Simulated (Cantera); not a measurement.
A closed system holds: 1 mol SiC, 0.09 mol O₂, 34 mol N₂, held at 1775 K.

These are equilibrium values from Cantera (NASA tables, ideal gas, pure condensed phases), not measurements of a reactor. Candidate condensed phases: C, Si, SiC, SiO₂, Si₂N₂O, Si₃N₄; 34 gas species. Mutual solubility and eutectic melting of coexisting phases are not modelled. Rates play no part.

Q: What share of the Si ends up in condensed phases as a function of P (Pa), at 0.100, 1, 10, 100, 1000, 10000, 100000, 1000000?

A: 
```
P (Pa)   Si condensed (%)                             as
-------  ----------------  -----------------------------
0.100                 0.0                              -
1                    81.6                         SiC(s)
10                   85.3                         SiC(s)
100                  89.9                         SiC(s)
1000                 90.9                         SiC(s)
10000                97.1  SiC(s) + Si₂N₂O(s) + Si₃N₄(s)
100000               99.9             SiC(s) + Si₂N₂O(s)
1000000             100.0           Si₂N₂O(s) + Si₃N₄(s)
```
